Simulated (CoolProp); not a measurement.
Vapour-liquid equilibrium of R152A (1) + R113 (2) at 70.35 °C; x and y are mole fractions of (1).

Values from CoolProp's multi-fluid Helmholtz-energy mixture model, Outcalt 1996 and Marx 1992; pair parameters Bell 2016.

Q: Give the bubble pressure and the first vapour's composition at x = 0.05, 0.35, 0.95. Is there an azeotrope?

A: x = 0.05: 3.334 bar, y = 0.392; x = 0.35: 9.558 bar, y = 0.810; x = 0.95: 18.15 bar, y = 0.981. No azeotrope shows between x = 0.05 and 0.95.

The pair parameters rest on a limited set of measurements; away from them the model extrapolates.
